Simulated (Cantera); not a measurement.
A freely propagating, adiabatic, planar premixed flame of H₂ : O₂ : N₂ = 1 : 0.505 : 2.5 (molar parts), equivalence ratio 0.99, unburnt at 625 K and 0.370 bar; mixture-averaged transport, grid criteria slope 0.08 and curve 0.16, no radiation.

Computed with Cantera and the H2/O2 subset of GRI-Mech 3.0, which has no nitrogen chemistry. Burning velocities carry a grid error of a few per cent, more on coarse grids.

**Question.** Predict: laminar burning velocity; thermal thickness; peak x(HO₂); peak x(O); peak x(OH).

**Answer.** 
```
Item                         Value
------------------------  --------
laminar burning velocity  584 cm/s
thermal thickness          1.95 mm
peak x(HO₂)               0.000100
peak x(O)                   0.0116
peak x(OH)                  0.0131
```
